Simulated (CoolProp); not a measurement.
A simple Rankine cycle with n-butane: condensing at 302.15 K, boiler at 2.03 MPa, turbine inlet 538.2 K, turbine efficiency 0.7, pump efficiency 0.7, no recuperator. Each further row changes one setting.

Computed with CoolProp (reference Helmholtz-energy equation of state, Bücker 2006).

| case | thermal efficiency (%) | net work (kJ/kg) | heat in (kJ/kg) | turbine exit temperature (K) | volume ratio over the turbine |
|---|---|---|---|---|---|
| as stated | 10.7 | 92.8 | 866 | 493.3 | 7.25 |
| turbine inlet 558.2 K | [?] | [?] | 922 | 513.5 | 7.20 |
| condensing temperature 294.15 K | 11.8 | 104 | 885 | 488.4 | 9.23 |
| boiler pressure 1.42 MPa | 9.0 | 78.8 | 875 | 502.3 | 5.03 |
| turbine efficiency 0.6 | [?] | 78.9 | 866 | [?] | 7.34 |

Task: Fill in the missing entries.

Result: 
- turbine inlet 558.2 K, thermal efficiency (%): 10.5
- turbine inlet 558.2 K, net work (kJ/kg): 97.3
- turbine efficiency 0.6, thermal efficiency (%): 9.1
- turbine efficiency 0.6, turbine exit temperature (K): 498.7
